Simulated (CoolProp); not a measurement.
Vapour-liquid equilibrium of R22 (1) + n-pentane (2) at 223.4 K; x and y are mole fractions of (1).

The numbers come from the multi-fluid Helmholtz-energy mixture model, Kamei 1995 and Thol 2019; pair parameters Bell 2016 in CoolProp.

| x | bubble pressure, mixture model (MPa) | bubble pressure, Raoult's law (MPa) | y, mixture model | y, Raoult's law |
|---|---|---|---|---|
| 0.05 | 0.01020 | 0.004581 | 0.870 | 0.713 |
| 0.125 | 0.02163 | 0.009380 | 0.942 | 0.871 |
| 0.2 | 0.03074 | 0.01418 | 0.962 | 0.922 |
| 0.275 | 0.03766 | 0.01898 | 0.971 | 0.947 |
| 0.35 | 0.04273 | 0.02378 | 0.976 | 0.962 |
| 0.425 | 0.04635 | 0.02857 | 0.979 | 0.972 |
| 0.5 | 0.04897 | 0.03337 | 0.981 | 0.979 |
| 0.575 | 0.05098 | 0.03817 | 0.982 | 0.985 |
| 0.65 | 0.05274 | 0.04297 | 0.984 | 0.989 |
| 0.725 | 0.05453 | 0.04777 | 0.985 | 0.992 |
| 0.8 | 0.05661 | 0.05257 | 0.988 | 0.995 |
| 0.875 | 0.05923 | 0.05737 | 0.991 | 0.997 |
| 0.95 | 0.06259 | 0.06217 | 0.995 | 0.999 |

The largest gap from Raoult's law is +130.6 % in bubble pressure, at x = 0.125. No azeotrope shows between x = 0.05 and 0.95.

The pair parameters rest on a limited set of measurements; away from them the model extrapolates. With so large a gap from Raoult's law the liquid may split in two, which this calculation doesn't test in full.
